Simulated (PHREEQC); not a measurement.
## Buffer (model solution)

Dissolve 0.0037 mol KH2PO4 and 0.0065 mol Na2HPO4 per kg of water at 25 °C. Closed to the air; pH follows from the charge balance.

All values are PHREEQC results (ion-association model, phreeqc.dat), not measurements.

Each row changes one thing in this solution. Precipitation was switched off in this run.

```json
[
 {"case": "as made", "pH": "7.26", "ionic strength (mol/kgw)": "0.0230", "HPO4-2 (mol/kgw)": "0.00638", "H2PO4- (mol/kgw)": "0.00370", "KHPO4- (mol/kgw)": "2.56e-5"},
 {"case": "KH2PO4 from 0.0037 to 0.00333 mol/kgw", "pH": "7.30", "ionic strength (mol/kgw)": "?", "HPO4-2 (mol/kgw)": "0.00639", "H2PO4- (mol/kgw)": "0.00333", "KHPO4- (mol/kgw)": "2.31e-5"},
 {"case": "Na2HPO4 from 0.0065 to 0.00325 mol/kgw", "pH": "7.00", "ionic strength (mol/kgw)": "0.0134", "HPO4-2 (mol/kgw)": "?", "H2PO4- (mol/kgw)": "0.00370", "KHPO4- (mol/kgw)": "1.45e-5"},
 {"case": "temperature from 25 to 75 °C", "pH": "7.13", "ionic strength (mol/kgw)": "0.0230", "HPO4-2 (mol/kgw)": "0.00639", "H2PO4- (mol/kgw)": "0.00370", "KHPO4- (mol/kgw)": "2.42e-5"},
 {"case": "KH2PO4 from 0.0037 to 0.037 mol/kgw", "pH": "6.17", "ionic strength (mol/kgw)": "0.0560", "HPO4-2 (mol/kgw)": "?", "H2PO4- (mol/kgw)": "0.0370", "KHPO4- (mol/kgw)": "0.000197"},
 {"case": "KH2PO4 replaced by K2CO3 at the same molality", "pH": "10.64", "ionic strength (mol/kgw)": "0.0295", "HPO4-2 (mol/kgw)": "0.00609", "H2PO4- (mol/kgw)": "1.41e-6", "KHPO4- (mol/kgw)": "4.60e-5"},
 {"case": "Na2HPO4 left out", "pH": "4.88", "ionic strength (mol/kgw)": "0.00374", "HPO4-2 (mol/kgw)": "2.08e-5", "H2PO4- (mol/kgw)": "0.00367", "KHPO4- (mol/kgw)": "1.15e-7"},
 {"case": "0.0021 mol/kgw HCl added", "pH": "?", "ionic strength (mol/kgw)": "?", "HPO4-2 (mol/kgw)": "0.00432", "H2PO4- (mol/kgw)": "0.00580", "KHPO4- (mol/kgw)": "1.77e-5"}
]
```

**Question.** Some entries are withheld; supply them.

**Answer.** 
- KH2PO4 from 0.0037 to 0.00333 mol/kgw, ionic strength (mol/kgw): 0.0226
- Na2HPO4 from 0.0065 to 0.00325 mol/kgw, HPO4-2 (mol/kgw): 0.00321
- KH2PO4 from 0.0037 to 0.037 mol/kgw, HPO4-2 (mol/kgw): 0.00624
- 0.0021 mol/kgw HCl added, pH: 6.90
- 0.0021 mol/kgw HCl added, ionic strength (mol/kgw): 0.0209

Species that the database lacks are ignored. At this temperature some constants are extrapolated from 25 °C, and those without enthalpy data are left unchanged.
